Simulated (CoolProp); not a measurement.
Vapour-liquid equilibrium of R134a (1) + R1234ze(E) (2) at 197 K; x and y are mole fractions of (1).

Values from CoolProp's multi-fluid Helmholtz-energy mixture model, Tillner-Roth 1994 and Thol 2016; pair parameters Bell 2022.

```csv
x,bubble pressure (kPa),y at the bubble point,dew pressure at overall composition x (kPa),liquid density (mol/L)
0.05,3.613,0.096,3.526,12.73
0.15,3.909,0.246,3.718,12.94
0.25,4.144,0.362,3.918,13.14
0.35,4.336,0.459,4.121,13.35
0.45,4.496,0.546,4.319,13.57
0.55,4.631,0.628,4.503,13.79
0.65,4.744,0.707,4.664,14.02
0.75,4.840,0.787,4.798,14.26
0.85,4.919,0.869,4.902,14.50
0.95,4.982,0.955,4.978,14.75
```

No azeotrope shows between x = 0.05 and 0.95.

The pair parameters rest on a limited set of measurements; away from them the model extrapolates.
